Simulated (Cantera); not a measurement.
Feed: 1 mol BN, 8.4 mol H2, equilibrated at 1900 °C and 10.0 mbar.

Cantera equilibrium calculation (NASA polynomials, part measured and part estimated; ideal gas, pure solids and liquids). Candidate condensed phases: B, BN; 15 gas species. The tables' values for BH2 are old estimates; treat these amounts as uncertain. Rates play no part.

Base state: H2 0.898, N2 0.0549, H 0.0457, BH2 0.00105, B 0.000188, BH 2.27e-5 (mole fractions); condensed: B(s).

Question: What changes in the equilibrium state with this change: temperature from 1900 °C to 2527 °C?

Answer: 
| species | before | after |
|---|---|---|
| H | 0.0457 | 0.505 |
| H2 | 0.898 | 0.381 |
| B | 0.000188 | 0.0722 |
| N2 | 0.0549 | 0.0377 |
| B2 | 6.59e-9 | 2.49e-5 |
| BN | 3.18e-6 | 0.000342 |
| BH | 2.27e-5 | 0.00124 |
| BH2 | 0.00105 | 0.00194 |
| B(s), mol | 0.988 | 0 |

Question: What changes in the equilibrium state with this change: BN replaced by Si3N4?

Answer: 
```
species      before     after
----------  -------  --------
H2            0.898     0.745
N2           0.0549     0.182
H            0.0457    0.0417
Si                0    0.0283
BH2         0.00105         0
SiH               0   0.00114
Si2               0  0.000429
B(s), mol     0.988         0
Si(l), mol        0      2.66
```
The tables' values for SiN are old estimates; treat these amounts as uncertain. Gases not in the tables: Si2H6 and higher silanes. Further candidate phases: Si, Si3N4.
